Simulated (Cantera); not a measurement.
A closed system holds: 1 mol B2H6, 11 mol N2, 24 mol H2, equilibrated at 2400 K and 0.133 bar.

Cantera equilibrium calculation (NASA polynomials, part measured and part estimated; ideal gas, pure solids and liquids). Candidate condensed phases: B, BN; 15 gas species. The feed counts by its element totals alone. The tables' values for BH2 are old estimates; treat these amounts as uncertain. Gases not in the tables: B2H6 and higher boranes. Kinetics and transport are ignored.

Base state: H2 0.696, N2 0.266, H 0.0363, BH2 0.00151, B 0.000174, BH 3.57e-5, BN 1.50e-5, BH3 1.23e-5 (mole fractions); condensed: BN(s).

Problem. What changes in the equilibrium state with this change: temperature from 2400 K to 1725 K?

Solution. 
```json
[
 {"species": "H2", "before": "0.696", "after": "0.729"},
 {"species": "N2", "before": "0.266", "after": "0.270"},
 {"species": "H", "before": "0.0363", "after": "0.000434"},
 {"species": "BH2", "before": "0.00151", "after": "2.86e-7"},
 {"species": "B", "before": "0.000174", "after": "<1e-9"},
 {"species": "BH", "before": "3.57e-5", "after": "<1e-9"},
 {"species": "BN", "before": "1.50e-5", "after": "<1e-9"},
 {"species": "BH3", "before": "1.23e-5", "after": "1.87e-8"},
 {"species": "BN(s), mol", "before": "1.93", "after": "2.00"}
]
```
